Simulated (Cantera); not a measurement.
A closed system holds: 1 mol SiF4, 0.0056 mol C3H8, 97 mol H2, at 1348.15 K and 7.50 Torr.

Equilibrium computed with Cantera from the NASA thermochemical tables; the gas is ideal and each condensed phase is pure. Candidate condensed phases: C, C6H6, C7H8, C8H18, Si, SiC; 113 gas species. The tables' values for SiF3, SiF2 are old estimates; treat these amounts as uncertain. Kinetics and transport are ignored.

Problem. What is the equilibrium state?

Solution. 
* **x(H2)**: 0.987
* **x(SiF4)**: 0.00831
* **x(HF)**: 0.00251
* **x(SiF3)**: 0.00111
* **x(SiHF3)**: 0.000476
* **x(SiF2)**: 0.000114
* **x(H)**: 2.30e-5
* **x(SiH2F2)**: 1.29e-5
* **x(CH4)**: 5.63e-6
* **n(SiC(s))**: 0.0162 mol
* **gas amount**: 98.11 mol
* **log10 activity of C(graphite) (absent)**: -1.00
* **log10 activity of Si(s) (absent)**: -1.42
